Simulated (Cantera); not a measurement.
An adiabatic, constant-volume homogeneous reactor starts with H₂ : O₂ : N₂ = 1 : 0.847 : 3.19 (molar parts), equivalence ratio 0.59, at 975 K and 3300 Torr.

Computed with Cantera and GRI-Mech 3.0 (53 species, 325 reactions). The hydrogen kinetics of GRI-Mech 3.0 are dated; newer H2 mechanisms differ, most at raised pressure.

**Question.** Predict: time of steepest temperature rise; temperature at 4.00 s; equilibrium temperature; x(H₂) at 4.00 s; x(O₂) at 4.00 s; x(HO₂) at 4.00 s; x(H) at 4.00 s; x(N₂O) at 4.00 s.

**Answer.** 
| Quantity | Value |
|---|---|
| time of steepest temperature rise | 26.1 ms |
| temperature at 4.00 s | 2604 K |
| equilibrium temperature | 2604 K |
| x(H₂) at 4.00 s | 0.00243 (gas-phase equilibrium 0.00243) |
| x(O₂) at 4.00 s | 0.0662 (gas-phase equilibrium 0.0662) |
| x(HO₂) at 4.00 s | 2.04e-5 (gas-phase equilibrium 2.04e-5) |
| x(H) at 4.00 s | 0.000594 (gas-phase equilibrium 0.000594) |
| x(N₂O) at 4.00 s | 2.46e-6 (gas-phase equilibrium 2.46e-6) |
